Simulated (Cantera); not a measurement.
An adiabatic, constant-volume homogeneous reactor starts with 17.7 % CH4, 3.19 % H2, 16.1 % O2, 60.6 % N2, 2.31 % CO2, equivalence ratio 2.3, at 1523 K and 4.70 bar.

Computed with Cantera and GRI-Mech 3.0 (53 species, 325 reactions).

Predict: time of steepest temperature rise; temperature at 4.00 s; equilibrium temperature; x(CH4) at 4.00 s; x(H2) at 4.00 s; x(O2) at 4.00 s; x(H2O2) at 4.00 s.


```
Quantity                                                             Value
---------------------------------  ---------------------------------------
time of steepest temperature rise                                 0.200 ms
temperature at 4.00 s                                               2667 K
equilibrium temperature                                             2667 K
x(CH4) at 4.00 s                   1.48e-9 (gas-phase equilibrium 1.66e-9)
x(H2) at 4.00 s                        0.194 (gas-phase equilibrium 0.194)
x(O2) at 4.00 s                    6.76e-6 (gas-phase equilibrium 6.76e-6)
x(H2O2) at 4.00 s                  1.00e-8 (gas-phase equilibrium 1.00e-8)
```
